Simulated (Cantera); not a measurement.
Cantera run, input and output.

```python
import numpy as np
import cantera as ct

gas = ct.Solution("gri30.yaml")
gas.TPX = 1275, 9600, {'N2O': 1}
reactor = ct.IdealGasConstPressureReactor(gas, energy="off", clone=False)
net = ct.ReactorNet([reactor])
net.rtol, net.atol = 1e-08, 1e-18
show = ['N2O', 'NO', 'O2', 'N2', 'O', 'NO2']
times = np.geomspace(0.0003, 2, 12)

steps = ct.SolutionArray(gas, extra=["t"])
rows = []
print(f"{'t/s':>10s}{'T/K':>9s}{'P/Pa':>11s}" + "".join(f"{s:>11s}" for s in show))
for t in times:
    while net.time < t:
        t_next = net.step()
        steps.append(gas.state, t=t_next)
    rows.append([np.interp(t, steps.t, y) for y in (steps.T, steps.P, *steps(*show).X.T)])
    print(f"{t:10.3e}{rows[-1][0]:9.1f}{rows[-1][1]:11.4g}" + "".join(f"{x:11.3e}" for x in rows[-1][2:]))
rate = np.gradient(steps.T, steps.t)
print("integrator steps:", len(steps.t))
if steps.T.max() > steps.T[0] + 200:
    print(f"time of steepest temperature rise: {steps.t[rate.argmax()]:.4e} s")
gas.TPX = 1275, 9600, {'N2O': 1}
gas.equilibrate("TP")
print(f"equilibrium (TP): T = {gas.T:.1f} K  " + "  ".join(f"{s} {gas[s].X[0]:.3e}" for s in show))
```

It prints:

```
       t/s      T/K       P/Pa        N2O         NO         O2         N2          O        NO2
 3.000e-04   1275.0       9600  9.999e-01  7.741e-06  2.436e-05  5.802e-05  5.432e-06  1.923e-11
 6.680e-04   1275.0       9600  9.998e-01  1.906e-05  5.997e-05  1.349e-04  5.443e-06  1.163e-10
 1.487e-03   1275.0       9600  9.995e-01  4.425e-05  1.393e-04  3.061e-04  5.443e-06  6.237e-10
 3.311e-03   1275.0       9600  9.989e-01  1.003e-04  3.157e-04  6.870e-04  5.443e-06  3.166e-09
 7.373e-03   1275.0       9600  9.975e-01  2.250e-04  7.080e-04  1.534e-03  5.443e-06  1.550e-08
 1.642e-02   1275.0       9600  9.945e-01  5.017e-04  1.579e-03  3.414e-03  5.443e-06  7.263e-08
 3.655e-02   1275.0       9600  9.878e-01  1.114e-03  3.505e-03  7.573e-03  5.442e-06  3.161e-07
 8.138e-02   1275.0       9600  9.731e-01  2.456e-03  7.732e-03  1.670e-02  5.440e-06  1.204e-06
 1.812e-01   1275.0       9600  9.414e-01  5.347e-03  1.684e-02  3.637e-02  5.434e-06  3.749e-06
 4.034e-01   1275.0       9600  8.757e-01  1.134e-02  3.576e-02  7.721e-02  5.420e-06  9.525e-06
 8.983e-01   1275.0       9600  7.496e-01  2.281e-02  7.204e-02  1.555e-01  5.387e-06  2.099e-05
 2.000e+00   1275.0       9600  5.425e-01  4.155e-02  1.317e-01  2.842e-01  5.303e-06  4.075e-05
integrator steps: 626
equilibrium (TP): T = 1275.0 K  N2O 7.471e-09  NO 3.905e-04  O2 3.331e-01  N2 6.665e-01  O 2.094e-07  NO2 1.828e-06
```

Cantera simulation using GRI-Mech 3.0 (53 species, 325 reactions); the numbers are that mechanism's predictions, not measurements. GRI-Mech 3.0 was tuned for natural gas; its chemistry of N2O as a main component is partial and can be far from experiment. The mechanism lacks the step 2 NO + O2 → 2 NO2, which can matter for NO2 below about 1400 K. The temperature is held fixed by assumption; the heat of reaction is taken as removed at once.
